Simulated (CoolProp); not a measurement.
A simple Rankine cycle with n-perfluorohexane: condensing at 332.15 K, boiler at 1.03 MPa, turbine inlet 422.7 K, turbine efficiency 0.7, pump efficiency 0.8, no recuperator. Each further row changes one setting.

The numbers come from the reference Helmholtz-energy equation of state, Gao 2022 in CoolProp.

| case | thermal efficiency (%) | net work (kJ/kg) | heat in (kJ/kg) | turbine exit temperature (K) | volume ratio over the turbine |
|---|---|---|---|---|---|
| as stated | 8.3 | 12.8 | 155 | 395.4 | 13.4 |
| turbine inlet 442.7 K | 7.9 | 14.0 | 178 | 417.6 | 12.0 |
| condensing temperature 324.15 K | 8.9 | 14.6 | 164 | 393.2 | 17.7 |
| boiler pressure 0.721 MPa | 7.2 | 11.6 | 161 | 403.0 | 7.84 |
| turbine efficiency 0.6 | 7.0 | 10.9 | 155 | 397.4 | 13.4 |
